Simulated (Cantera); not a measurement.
An isothermal, constant-pressure homogeneous reactor starts with CH₄ : H₂O : H₂ = 1 : 2.4 : 0.092 (molar parts), at 1775 K and 0.132 atm.

Cantera simulation using GRI-Mech 3.0 (53 species, 325 reactions); the numbers are that mechanism's predictions, not measurements.

One state of this run: x CH₄ = 0.250; x H₂O = 0.674; x H₂ = 0.0577; x HO₂ = 3.72e-12; x H = 8.97e-5; x C₂H₄ = 0.00825; x HCO = 1.57e-7. x: mole fraction; the columns are a selection and need not sum to one.

Question: Which value of t (s) does it belong to?
A. 1.21
B. 0.298
C. 1.63e-5
D. 0.00109

Answer: D, 0.00109
